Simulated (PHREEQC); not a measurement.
# Silver or lead bath: speciation

Solution (25 °C): 0.00188 mol Ag2SO4, 0.00067 mol HNO3 and 5.1e-05 mol Zn(NO3)2 per kg of water. Closed to the air; pH follows from the charge balance.

Computed with PHREEQC (ion-association model, wateq4f.dat).

No solid was allowed to form.

Problem. Estimate the pH.

Solution. pH 3.26.

Problem. In which forms is S present?

Solution. SO4-2 91 %, AgSO4- 4.7 %, HSO4- 3.8 % of the S.

Species that the database lacks are ignored.
